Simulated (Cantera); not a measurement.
An adiabatic, constant-volume homogeneous reactor starts with CH4 : CO : O2 : N2 : H2O = 1 : 0.1 : 3.31 : 12.4 : 3 (molar parts), equivalence ratio 0.62, at 1325 K and 8.88 atm. Integrator tolerance rtol = 1e-08.

Computed with Cantera and GRI-Mech 3.0 (53 species, 325 reactions).

**Question.** What does this change do: pressure from 8.88 atm to 4.93 atm?

**Answer.** 
```csv
quantity,before,after
time of steepest temperature rise,1.19 ms,2.14 ms
temperature at 0.600 s,2506 K,2493 K
equilibrium temperature,2506 K,2493 K
x(CH4) at 0.600 s,<1e-12 (gas-phase equilibrium <1e-12),<1e-12 (gas-phase equilibrium <1e-12)
x(CO) at 0.600 s,0.00206 (gas-phase equilibrium 0.00206),0.00256 (gas-phase equilibrium 0.00256)
x(O2) at 0.600 s,0.0574 (gas-phase equilibrium 0.0574),0.0576 (gas-phase equilibrium 0.0576)
x(C2H4) at 0.600 s,<1e-12 (gas-phase equilibrium <1e-12),<1e-12 (gas-phase equilibrium <1e-12)
x(H2) at 0.600 s,0.00153 (gas-phase equilibrium 0.00153),0.00192 (gas-phase equilibrium 0.00192)
x(CH2) at 0.600 s,<1e-12 (gas-phase equilibrium <1e-12),<1e-12 (gas-phase equilibrium <1e-12)
x(CO2) at 0.600 s,0.0534 (gas-phase equilibrium 0.0534),0.0528 (gas-phase equilibrium 0.0528)
```

**Question.** What does this change do: CH4 1 to 2.7 parts?

**Answer.** 
```
quantity                                                            before                                      after
---------------------------------  ---------------------------------------  -----------------------------------------
time of steepest temperature rise                                  1.19 ms                                    1.91 ms
temperature at 0.600 s                                              2506 K                                     2700 K
equilibrium temperature                                             2506 K                                     2700 K
x(CH4) at 0.600 s                    <1e-12 (gas-phase equilibrium <1e-12)  1.80e-10 (gas-phase equilibrium 2.03e-10)
x(CO) at 0.600 s                   0.00206 (gas-phase equilibrium 0.00206)      0.0847 (gas-phase equilibrium 0.0847)
x(O2) at 0.600 s                     0.0574 (gas-phase equilibrium 0.0574)    7.54e-5 (gas-phase equilibrium 7.54e-5)
x(C2H4) at 0.600 s                   <1e-12 (gas-phase equilibrium <1e-12)      <1e-12 (gas-phase equilibrium <1e-12)
x(H2) at 0.600 s                   0.00153 (gas-phase equilibrium 0.00153)      0.0961 (gas-phase equilibrium 0.0961)
x(CH2) at 0.600 s                    <1e-12 (gas-phase equilibrium <1e-12)  9.12e-12 (gas-phase equilibrium 1.00e-11)
x(CO2) at 0.600 s                    0.0534 (gas-phase equilibrium 0.0534)      0.0335 (gas-phase equilibrium 0.0335)
```
